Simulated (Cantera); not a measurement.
A Cantera script and its output.

```python
import numpy as np
import cantera as ct

gas = ct.Solution("gri30.yaml")
gas.TPX = 1325, 2666, {'H2': 0.035, 'O2': 1}
inlet = ct.Reservoir(gas, clone=True)

reactor = ct.IdealGasConstPressureReactor(gas, energy="off", clone=False)
exhaust = ct.Reservoir(gas, clone=True)
tau = [9.9, 2.8, 0.8, 0.23, 0.065, 0.018, 0.0052, 0.0015, 0.00042, 0.00012][0]
for a, b in ((inlet, reactor), (reactor, exhaust)):
    ct.MassFlowController(a, b, mdot=lambda t: reactor.mass / tau)
net = ct.ReactorNet([reactor])
show = ['H2', 'O2', 'H', 'OH', 'H2O']

rows = []
print(f"{'tau/s':>10s}{'T/K':>9s}" + "".join(f"{s:>11s}" for s in show))
for tau in [9.9, 2.8, 0.8, 0.23, 0.065, 0.018, 0.0052, 0.0015, 0.00042, 0.00012]:
    net.initial_time = 0.0
    net.advance(30 * tau)
    before = gas.X
    net.advance(40 * tau)
    drift = np.max(np.abs(gas.X - before) / (gas.X + 1e-9))
    rows.append([gas.T, *gas[show].X, drift])
    print(f"{tau:10.3e}{gas.T:9.1f}" + "".join(f"{x:11.3e}" for x in gas[show].X))
```

Output:

```
     tau/s      T/K         H2         O2          H         OH        H2O
 9.900e+00   1325.0  1.508e-05  9.650e-01  6.695e-06  4.660e-04  3.413e-02
 2.800e+00   1325.0  3.306e-05  9.643e-01  2.340e-05  7.070e-04  3.398e-02
 8.000e-01   1325.0  7.069e-05  9.629e-01  7.883e-05  1.060e-03  3.371e-02
 2.300e-01   1325.0  1.471e-04  9.602e-01  2.494e-04  1.558e-03  3.324e-02
 6.500e-02   1325.0  3.002e-04  9.552e-01  7.094e-04  2.218e-03  3.243e-02
 1.800e-02   1325.0  6.067e-04  9.483e-01  1.625e-03  2.974e-03  3.115e-02
 5.200e-03   1325.0  1.272e-03  9.428e-01  2.711e-03  3.735e-03  2.943e-02
 1.500e-03   1325.0  3.086e-03  9.415e-01  3.619e-03  4.670e-03  2.663e-02
 4.200e-04   1325.0  8.405e-03  9.453e-01  3.846e-03  5.572e-03  2.071e-02
 1.200e-04   1325.0  2.229e-02  9.567e-01  1.933e-03  3.870e-03  8.626e-03
```

Computed with Cantera and GRI-Mech 3.0 (53 species, 325 reactions). Radical loss at walls, strong at low pressure, is not modelled. The temperature is held fixed by assumption; the heat of reaction is taken as removed at once.
